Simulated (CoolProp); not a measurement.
Vapour-liquid equilibrium of benzene (1) + n-nonane (2) at 235.75 °C; x and y are mole fractions of (1).

Model: multi-fluid Helmholtz-energy mixture model, Thol 2012 and Lemmon 2006; pair parameters Bell 2016, in CoolProp.

**Question.** Give the bubble pressure and the first vapour's composition at x = 0.35, 0.65, 0.95. Is there an azeotrope?

**Answer.** x = 0.35: 1.270 MPa, y = 0.596; x = 0.65: 1.792 MPa, y = 0.810; x = 0.95: 2.357 MPa, y = 0.974. No azeotrope shows between x = 0.05 and 0.95.

Pair parameters are fitted to limited data, so mixtures are less certain than the pure fluids. The gap from Raoult's law changes sign with composition, which may be real or a fault of the pair parameters; it wasn't checked against measurements.
